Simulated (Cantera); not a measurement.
An adiabatic, constant-pressure homogeneous reactor starts with 9.17 % C₃H₈, 19.1 % O₂, 71.8 % N₂, at 1073 K and 11300 Torr.

Model: GRI-Mech 3.0 (53 species, 325 reactions), integrated in Cantera. GRI-Mech 3.0 was tuned for natural gas; its chemistry of propane as a main component is partial and can be far from experiment. The pressure lies above the range GRI-Mech 3.0 was tuned for (to about 10 atm).

Task: Predict: time of steepest temperature rise; temperature at 0.200 s; equilibrium temperature; x(HCN) at 0.200 s; x(H₂O) at 0.200 s; x(H₂) at 0.200 s.

Result: 
| Item | Value |
|---|---|
| time of steepest temperature rise | 13.8 ms |
| temperature at 0.200 s | 2023 K |
| equilibrium temperature | 2023 K |
| x(HCN) at 0.200 s | 9.01e-6 (gas-phase equilibrium 6.41e-6) |
| x(H₂O) at 0.200 s | 0.0652 (gas-phase equilibrium 0.0652) |
| x(H₂) at 0.200 s | 0.204 (gas-phase equilibrium 0.204) |
